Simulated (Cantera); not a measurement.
Feed: 1 mol BCl3, a varied amount of H2O, 3.5 mol H2, at 81.0 mbar.

Cantera equilibrium calculation (NASA polynomials, part measured and part estimated; ideal gas, pure solids and liquids). Candidate condensed phases: B, B2O3, B3O3H3, H2O; 33 gas species. Mutual solubility and eutectic melting of coexisting phases are not modelled. The tables' values for BCl2 are old estimates. Gases not in the tables: H3BO3. Equilibrium is a limit: real reactors are often held back by kinetics, nucleation or transport.

### Question
What condenses at these points (T in °C, n(H2O) in mol): (1250, 0.7); (1250, 1.7); (1350, 0.95); (1500, 2); (1525, 2); (1525, 0.7); (1400, 1.5)?

### Answer
| T (°C) | n(H2O) in mol | condensed phases | B condensed (%) |
|---|---|---|---|
| 1250 | 0.7 | B + B2O3 | 21.3 |
| 1250 | 1.7 | B2O3 | 88.6 |
| 1350 | 0.95 | B2O3 | 22.2 |
| 1500 | 2 | gas only | 0.0 |
| 1525 | 2 | gas only | 0.0 |
| 1525 | 0.7 | B | 6.1 |
| 1400 | 1.5 | B2O3 | 73.8 |
